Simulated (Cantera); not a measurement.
Charge: 1 mol SF₆, a varied amount of H₂, held at 3123 K and 0.000270 bar.

Method: chemical equilibrium by Gibbs-energy minimisation in Cantera with the NASA 1993 tables (ideal gas, pure condensed phases). Candidate condensed phases: S; 24 gas species. Equilibrium is a limit: real reactors are often held back by kinetics, nucleation or transport.

x: gas mole fraction; nothing condenses.

```json
[
 {"n(H₂) (mol)": "0.062", "x F": "0.841", "x H": "0.0111", "x S": "0.141", "x HF": "0.00639", "x H₂": "6.48e-7", "x S₂": "4.21e-5"},
 {"n(H₂) (mol)": "0.11", "x F": "0.829", "x H": "0.0197", "x S": "0.140", "x HF": "0.0111", "x H₂": "2.03e-6", "x S₂": "4.14e-5"},
 {"n(H₂) (mol)": "0.18", "x F": "0.812", "x H": "0.0320", "x S": "0.138", "x HF": "0.0178", "x H₂": "5.37e-6", "x S₂": "4.03e-5"},
 {"n(H₂) (mol)": "0.31", "x F": "0.781", "x H": "0.0546", "x S": "0.135", "x HF": "0.0291", "x H₂": "1.56e-5", "x S₂": "3.85e-5"},
 {"n(H₂) (mol)": "0.53", "x F": "0.733", "x H": "0.0916", "x S": "0.130", "x HF": "0.0459", "x H₂": "4.40e-5", "x S₂": "?"},
 {"n(H₂) (mol)": "0.9", "x F": "0.660", "x H": "0.150", "x S": "0.121", "x HF": "0.0678", "x H₂": "0.000118", "x S₂": "?"},
 {"n(H₂) (mol)": "1.5", "x F": "0.564", "x H": "0.236", "x S": "0.109", "x HF": "0.0909", "x H₂": "0.000292", "x S₂": "?"},
 {"n(H₂) (mol)": "2.6", "x F": "0.437", "x H": "0.363", "x S": "0.0908", "x HF": "0.108", "x H₂": "0.000690", "x S₂": "?"},
 {"n(H₂) (mol)": "4.5", "x F": "0.308", "x H": "0.513", "x S": "0.0693", "x HF": "0.108", "x H₂": "0.00138", "x S₂": "?"},
 {"n(H₂) (mol)": "7.7", "x F": "0.202", "x H": "0.656", "x S": "0.0487", "x HF": "0.0906", "x H₂": "0.00226", "x S₂": "?"}
]
```

**Question.** Complete the blanks.

**Answer.** 
- 0.53, x S₂: 3.55e-5
- 0.9, x S₂: 3.11e-5
- 1.5, x S₂: 2.51e-5
- 2.6, x S₂: 1.74e-5
- 4.5, x S₂: 1.01e-5
- 7.7, x S₂: 5.02e-6
